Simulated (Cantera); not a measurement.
A closed system holds: 1 mol Si, 7.5 mol H2O, 83 mol CO, at 475 °C and 101000 Pa.

These are equilibrium values from Cantera (NASA tables, ideal gas, pure condensed phases), not measurements of a reactor. Candidate condensed phases: C, C6H6, C7H8, C8H18, H2O, Si, SiC, SiO2; 123 gas species. The numbers say what is thermodynamically allowed, not how fast it happens.

Base state: CO2 0.816, H2O 0.113, CO 0.0367, H2 0.0315, CH4 0.00333 (mole fractions); condensed: C(graphite) + SiO2(α-quartz).

### Question
What changes in the equilibrium state with this change: pressure from 101000 Pa to 23.0 Pa?

### Answer
```tsv
species	before	after
CO	0.0367	0.821
CO2	0.816	0.0930
H2	0.0315	0.0840
H2O	0.113	0.00153
CH4	0.00333	5.37e-6
C(graphite), mol	40.5	2.79
SiO2(α-quartz), mol	1.00	1.00
```

### Question
What changes in the equilibrium state with this change: temperature from 475 °C to 1602 °C?

### Answer
```csv
species,before,after
CO,0.0367,0.871
H2,0.0315,0.0680
CO2,0.816,0.0460
H2O,0.113,0.0148
SiO,<1e-9,4.05e-5
CH4,0.00333,2.30e-9
H,<1e-9,0.000170
"C(graphite), mol",40.5,0
"SiO2(α-quartz), mol",1.00,0
"SiO2(condensed), mol",0,0.996
```
The tables hold silica as quartz up to 1696 K and as liquid above; real silica turns to tridymite and cristobalite and melts near 1996 K. Gases not in the tables: Si(OH)4.
